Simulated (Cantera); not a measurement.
Charge: 1 mol SiC, 0.032 mol CO2, 340 mol H2, held at 1250 °C and 7.50 Torr.

These are equilibrium values from Cantera (NASA tables, ideal gas, pure condensed phases), not measurements of a reactor. Candidate condensed phases: C, C6H6, C7H8, C8H18, H2O, Si, SiC, SiO2; 123 gas species. Kinetics and transport are ignored.

Base state: H2 1.000, H 0.000231, CO 0.000140, SiO 4.78e-5 (mole fractions); condensed: SiC(s).

Q: What changes in the equilibrium state with this change: temperature from 1250 °C to 1902 °C?

A: 
```csv
species,before,after
H2,1.000,0.948
H,0.000231,0.0475
Si,1.81e-7,0.00243
SiC2,<1e-9,0.000122
Si2C,<1e-9,8.42e-5
C2H2 (acetylene),7.49e-8,0.00122
"SiC(s), mol",0.984,0
```
Gases not in the tables: Si2H6 and higher silanes.

Q: What changes in the equilibrium state with this change: temperature from 1250 °C to 1752 °C?

A: 
```json
[
 {"species": "H2", "before": "1.000", "after": "0.980"},
 {"species": "H", "before": "0.000231", "after": "0.0191"},
 {"species": "Si", "before": "1.81e-7", "after": "0.000609"},
 {"species": "Si2C", "before": "<1e-9", "after": "1.85e-5"},
 {"species": "C2H2 (acetylene)", "before": "7.49e-8", "after": "0.000292"},
 {"species": "SiH", "before": "5.29e-8", "after": "3.86e-5"},
 {"species": "SiH2", "before": "2.01e-7", "after": "1.25e-5"},
 {"species": "SiO", "before": "4.78e-5", "after": "5.41e-6"},
 {"species": "SiC(s), mol", "before": "0.984", "after": "0.755"}
]
```
Gases not in the tables: Si2H6 and higher silanes.
